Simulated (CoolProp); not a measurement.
Saturation properties of R227EA.

Computed with CoolProp (reference Helmholtz-energy equation of state, Lemmon 2016).

```tsv
T (°C)	p (MPa)	enthalpy of vaporisation (kJ/kg)	vapour Z	surface tension (mN/m)	liquid viscosity (µPa s)	vapour viscosity (µPa s)
26.45	0.4752	110.8	0.8572	6.87	235	11.6
30.75	0.5402	108.3	…	6.39	221	11.8
35.05	…	105.7	0.8299	5.91	209	12.0
39.35	0.6900	102.9	0.8149	5.43	197	12.2
43.65	0.7756	100.1	0.7990	4.97	185	12.5
47.95	0.8690	97.12	0.7821	4.51	174	12.7
52.25	0.9706	93.97	0.7641	4.07	163	13.0
56.55	1.081	90.66	0.7450	3.63	153	13.3
60.85	1.200	87.13	0.7245	3.20	143	13.6
65.15	1.329	83.37	0.7025	2.78	…	14.0
```

Q: What belongs in the gaps?

A: 
- 30.75, vapour Z: 0.8440
- 35.05, p (MPa): 0.6117
- 65.15, liquid viscosity (µPa s): 133

It boils at -16.3 °C under 1 atm.

Viscosity comes from a separate model (Huber 2003), an estimate that may be off by 10 % or more. Surface tension comes from a separate correlation (Mulero 2012).
